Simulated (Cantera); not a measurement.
# Equilibrium for fluorocarbon and chlorocarbon gases: CH2F2 + HCl + H2

Feed: 1 mol CH2F2, 2.3 mol HCl, 0.57 mol H2, at 3050 °C.

Method: chemical equilibrium by Gibbs-energy minimisation in Cantera with the NASA 1993 tables (ideal gas, pure condensed phases). Candidate condensed phases: C, C6H6, C7H8, C8H18; 118 gas species. The tables' values for CCl are old estimates; treat these amounts as uncertain. Kinetics and transport are ignored.

From 1.00e-5 bar to 0.0770 bar nothing is condensed. From 0.280 bar to 1.00 bar the condensed part is C(graphite). The main C-bearing gas is C at 1.00e-5 bar and C2H2 (acetylene) at 1.00 bar.

```csv
P (Pa),x H,x HF,x Cl,x HCl,x F,x H2,x C,x C3,x C2H2 (acetylene),n C(graphite)
1,0.506,0.000597,0.214,1.08e-5,0.186,1.71e-5,0.0929,1.04e-6,3.26e-12,0
3.60,0.506,0.00213,0.215,3.90e-5,0.184,6.14e-5,0.0925,1.33e-5,1.50e-10,0
13,0.503,0.00748,0.216,0.000141,0.180,0.000220,0.0906,0.000163,6.72e-9,0
46,0.497,0.0242,0.221,0.000504,0.167,0.000759,0.0827,0.00155,2.42e-7,0
170,0.481,0.0689,0.234,0.00191,0.133,0.00263,0.0600,0.00811,6.03e-6,0
600,0.448,0.139,0.251,0.00674,0.0813,0.00802,0.0340,0.0184,7.38e-5,0
2200,0.393,0.206,0.261,0.0225,0.0375,0.0227,0.0163,0.0271,0.000642,0
7700,0.312,0.253,0.252,0.0604,0.0165,0.0501,0.00738,0.0309,0.00357,0
28000,0.209,0.296,0.221,0.129,0.00796,0.0816,0.00289,0.0246,0.0118,0.123
100000,0.126,0.338,0.174,0.219,0.00423,0.106,0.000810,0.00689,0.0153,0.579
```
x: gas mole fraction; n: condensed amount in mol.
